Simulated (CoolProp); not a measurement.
Vapour-liquid equilibrium of n-butane (1) + R113 (2) at 350.6 K; x and y are mole fractions of (1).

Model: multi-fluid Helmholtz-energy mixture model, Bücker 2006 and Marx 1992; pair parameters Bell 2016, in CoolProp.

| x | bubble pressure, mixture model (bar) | bubble pressure, Raoult's law (bar) | y, mixture model | y, Raoult's law |
|---|---|---|---|---|
| 0.05 | 2.887 | 2.829 | 0.173 | 0.169 |
| 0.2 | 4.066 | 3.893 | 0.482 | 0.491 |
| 0.35 | 5.165 | 4.957 | 0.650 | 0.676 |
| 0.5 | 6.200 | 6.021 | 0.761 | 0.794 |
| 0.65 | 7.198 | 7.085 | 0.844 | 0.878 |
| 0.8 | 8.192 | 8.149 | 0.914 | 0.939 |
| 0.95 | 9.214 | 9.213 | 0.979 | 0.987 |

The largest gap from Raoult's law is +4.4 % in bubble pressure, at x = 0.2. No azeotrope shows between x = 0.05 and 0.95.

The pair parameters rest on a limited set of measurements; away from them the model extrapolates.
